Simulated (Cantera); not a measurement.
A Cantera script and its output.

```python
import numpy as np
import cantera as ct

gas = ct.Solution("gri30.yaml")
gas.TPX = 1323, 1000000, {'CO': 0.011, 'O2': 0.0095, 'H2O': 0.00015, 'N2': 1}
inlet = ct.Reservoir(gas, clone=True)

reactor = ct.IdealGasConstPressureReactor(gas, energy="off", clone=False)
exhaust = ct.Reservoir(gas, clone=True)
tau = [7.6, 2, 0.54, 0.14, 0.038, 0.01, 0.0027, 0.00072, 0.00019][0]
for a, b in ((inlet, reactor), (reactor, exhaust)):
    ct.MassFlowController(a, b, mdot=lambda t: reactor.mass / tau)
net = ct.ReactorNet([reactor])
show = ['CO', 'O2', 'H2O', 'O', 'HO2']

rows = []
print(f"{'tau/s':>10s}{'T/K':>9s}" + "".join(f"{s:>11s}" for s in show))
for tau in [7.6, 2, 0.54, 0.14, 0.038, 0.01, 0.0027, 0.00072, 0.00019]:
    net.initial_time = 0.0
    net.advance(30 * tau)
    before = gas.X
    net.advance(40 * tau)
    drift = np.max(np.abs(gas.X - before) / (gas.X + 1e-9))
    rows.append([gas.T, *gas[show].X, drift])
    print(f"{tau:10.3e}{gas.T:9.1f}" + "".join(f"{x:11.3e}" for x in gas[show].X))
```

Output:

```
     tau/s      T/K         CO         O2        H2O          O        HO2
 7.600e+00   1323.0  7.567e-05  3.973e-03  1.473e-04  6.296e-07  1.448e-07
 2.000e+00   1323.0  2.433e-04  4.054e-03  1.470e-04  1.398e-06  3.390e-07
 5.400e-01   1323.0  7.339e-04  4.297e-03  1.465e-04  2.987e-06  6.940e-07
 1.400e-01   1323.0  2.081e-03  4.967e-03  1.454e-04  5.860e-06  1.248e-06
 3.800e-02   1323.0  4.817e-03  6.330e-03  1.440e-04  8.979e-06  1.854e-06
 1.000e-02   1323.0  8.178e-03  8.005e-03  1.431e-04  1.048e-05  2.233e-06
 2.700e-03   1323.0  1.007e-02  8.948e-03  1.438e-04  9.348e-06  2.117e-06
 7.200e-04   1323.0  1.069e-02  9.261e-03  1.459e-04  4.367e-06  1.176e-06
 1.900e-04   1323.0  1.078e-02  9.308e-03  1.470e-04  4.314e-08  6.527e-09
```

Model: GRI-Mech 3.0 (53 species, 325 reactions), integrated in Cantera.
